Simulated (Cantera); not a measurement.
An isothermal, constant-pressure homogeneous reactor starts with NH3 : H2 = 1 : 0.65 (molar parts), at 1750 K and 4700 Pa.

Computed with Cantera and the gas-phase N/H chemistry of the illustrative SiF4/NH3 mechanism in the Surface Chemkin manual (1991). Walls and surfaces, which speed up NH3 decomposition in real reactors, are not modelled.

x: mole fraction; the columns are a selection and need not sum to one.

| t (s) | x NH3 | x H2 | x NH2 | x NH | x N2 | x N2H4 | x H |
|---|---|---|---|---|---|---|---|
| 0.000200 | 0.606 | 0.394 | 4.25e-6 | 5.24e-10 | 2.60e-11 | 3.59e-12 | 1.08e-6 |
| 0.000719 | 0.606 | 0.394 | 1.53e-5 | (withheld) | 4.81e-9 | 5.09e-11 | 3.84e-6 |
| 0.00258 | 0.606 | 0.394 | 5.48e-5 | (withheld) | 4.09e-7 | 6.70e-10 | 1.37e-5 |
| 0.00928 | 0.606 | 0.394 | 0.000183 | (withheld) | 2.60e-5 | 7.48e-9 | 4.56e-5 |
| 0.0334 | 0.604 | 0.395 | 0.000284 | 2.52e-6 | 0.000546 | 1.81e-8 | 7.15e-5 |
| 0.120 | 0.597 | 0.400 | 0.000283 | 2.53e-6 | 0.00278 | 1.79e-8 | 7.28e-5 |
| 0.431 | 0.572 | 0.417 | 0.000275 | 2.51e-6 | 0.0105 | 1.70e-8 | 7.71e-5 |
| 1.55 | 0.494 | 0.471 | 0.000250 | 2.42e-6 | 0.0348 | 1.40e-8 | 9.14e-5 |
| 5.57 | 0.311 | 0.597 | 0.000184 | (withheld) | 0.0917 | 7.55e-9 | 0.000135 |
| 20.0 | 0.0909 | 0.748 | 7.87e-5 | (withheld) | 0.160 | 1.39e-9 | 0.000249 |

Fill in the missing entries.


- 0.000719, x NH: 7.51e-9
- 0.00258, x NH: 9.81e-8
- 0.00928, x NH: 1.06e-6
- 5.57, x NH: 2.13e-6
- 20.0, x NH: 1.37e-6
